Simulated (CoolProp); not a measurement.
A single-stage vapour-compression cycle with n-perfluorohexane: evaporating at 316.15 K (dew point), condensing at 354.15 K (bubble point), superheat 0 K, subcooling 0 K, compressor efficiency 0.85, no pressure losses. Each further row changes one setting.

Computed with CoolProp (reference Helmholtz-energy equation of state, Gao 2022).

```tsv
case	cooling COP	pressure ratio	discharge temperature (K)	refrigerating effect (kJ/kg)	volumetric capacity (kJ/m³)
as stated	___	3.48	354.1	46.3	381
evaporating temperature 321.15 K	5.92	___	354.1	50.4	___
condensing temperature 349.15 K	___	3.01	349.2	52.0	427
subcooling 5 K	___	3.48	354.1	52.0	427
superheat 10 K	___	3.48	354.1	___	435
compressor efficiency 0.75	4.18	3.48	354.1	46.3	381
```

### Question
Some entries are withheld; supply them.

### Answer

- as stated, cooling COP: 4.73
- evaporating temperature 321.15 K, pressure ratio: 2.89
- evaporating temperature 321.15 K, volumetric capacity (kJ/m³): 493
- condensing temperature 349.15 K, cooling COP: 5.90
- subcooling 5 K, cooling COP: 5.31
- superheat 10 K, cooling COP: 5.07
- superheat 10 K, refrigerating effect (kJ/kg): 54.9

The compression ends wet for: as stated; evaporating temperature 321.15 K; condensing temperature 349.15 K; subcooling 5 K; superheat 10 K; compressor efficiency 0.75.
